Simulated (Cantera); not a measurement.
Input: 1 mol Si₃N₄, 0.25 mol O₂, 630 mol H₂, 0.9 mol H₂O, held at 1602 °C and 4.90 bar.

Method: chemical equilibrium by Gibbs-energy minimisation in Cantera with the NASA 1993 tables (ideal gas, pure condensed phases). Candidate condensed phases: H₂O, Si, SiO₂, Si₂N₂O, Si₃N₄; 35 gas species. Mutual solubility and eutectic melting of coexisting phases are not modelled. Gases not in the tables: Si₂H₆ and higher silanes. Kinetics and transport are ignored.

What is the equilibrium state?


| Quantity | Value |
|---|---|
| x(H₂) | 0.997 |
| x(N₂) | 0.00167 |
| x(SiO) | 0.000723 |
| x(H) | 0.000296 |
| x(SiH₂) | 4.96e-5 |
| x(SiH₄) | 5.13e-6 |
| x(NH₃) | 5.01e-6 |
| x(SiH) | 3.79e-6 |
| x(H₂O) | 3.45e-6 |
| n(Si(l)) | 0.623 mol |
| n(Si₂N₂O(s)) | 0.941 mol |
| gas amount | 632.5 mol |
